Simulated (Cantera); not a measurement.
Input: 1 mol Cr, 2.7 mol N2O, equilibrated at 1800 Pa.

Equilibrium computed with Cantera from the NASA thermochemical tables; the gas is ideal and each condensed phase is pure. Candidate condensed phases: Cr, CrN, Cr2N, Cr2O3; 14 gas species. The numbers say what is thermodynamically allowed, not how fast it happens.

x: gas mole fraction; n: condensed amount in mol.

```
T (K)   x N2   x O2     x NO       x O    x CrO2  n Cr2O3(s)
-----  -----  -----  -------  --------  --------  ----------
1800   0.816  0.180  0.00391  0.000384   1.77e-5       0.500
1850   0.816  0.179  0.00461  0.000608   4.11e-5       0.500
1900   0.815  0.179      ___       ___       ___       0.500
1950   0.814  0.178  0.00622   0.00142  0.000192       0.500
2000   0.813  0.177  0.00714   0.00210  0.000392       0.499
2050   0.812  0.176      ___       ___       ___       0.499
2100   0.811  0.174  0.00919   0.00432   0.00146       0.497
2150   0.809  0.172   0.0103   0.00604   0.00268       0.495
```

Fill in the missing entries.


- 2050, x NO: 0.00813
- 2050, x O: 0.00304
- 2050, x CrO2: 0.000770
- 1900, x NO: 0.00538
- 1900, x O: 0.000940
- 1900, x CrO2: 9.08e-5
